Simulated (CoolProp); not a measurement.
R410A along the isotherm 379.7 K: fugacity coefficient from the reference equation and from simpler models built on Tc = 344.5 K, pc = 4901 kPa, ω = 0.296; each cubic takes its own stable root.

Computed with CoolProp (reference Helmholtz-energy equation of state, Lemmon 2003). It is a pseudo-pure fit of the blend.

```csv
p (kPa),phase,reference
1630,gas,0.9151
3270,gas,0.8338
4900,gas,0.7564
6530,supercritical,0.6819
8170,supercritical,0.6106
9800,supercritical,0.5485
11400,supercritical,0.4999
13100,supercritical,0.4598
14700,supercritical,0.4301
16300,supercritical,0.4062
18000,supercritical,0.3857
19600,supercritical,0.3699
21200,supercritical,0.3567
22900,supercritical,0.3450
24500,supercritical,0.3358
```

**Question.** How far does each simpler model (van der Waals, Soave-Redlich-Kwong) lie from the reference over these 15 states: mean and median of the absolute difference, and the worst?

**Answer.** 
- van der Waals: mean 6.1 %, median 3.9 %, worst +17.3 % at 379.7 K and 24500 kPa
- Soave-Redlich-Kwong: mean 8.7 %, median 9.1 %, worst +16.8 % at 379.7 K and 24500 kPa
